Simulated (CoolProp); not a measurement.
Vapour-liquid equilibrium of ethane (1) + hydrogen sulfide (2) at 0.206 MPa; x and y are mole fractions of (1).

Computed with CoolProp (multi-fluid Helmholtz-energy mixture model, Bücker 2006 and Lemmon 2006; pair parameters Kunz 2012).

```
x     bubble temperature (°C)  y at the bubble point  dew temperature at overall composition x (°C)  liquid density (mol/L)
----  -----------------------  ---------------------  ---------------------------------------------  ----------------------
0.05                    -58.4                  0.474                                          -46.3                   26.79
0.2                     -70.9                  0.748                                          -50.0                   24.91
0.35                    -72.6                  0.778                                          -54.3                   22.94
0.5                     -73.0                  0.787                                          -59.4                   21.28
0.65                    -73.5                  0.805                                          -65.7                   19.90
0.8                     -74.2                  0.850                                          -73.4                   18.76
0.95                    -74.5                  0.947                                          -74.5                   17.78
```

y crosses x between x = 0.8 and 0.95: the model has an azeotrope there.

Pair parameters are fitted to limited data, so mixtures are less certain than the pure fluids. With so large a gap from Raoult's law the liquid may split in two, which this calculation doesn't test in full.
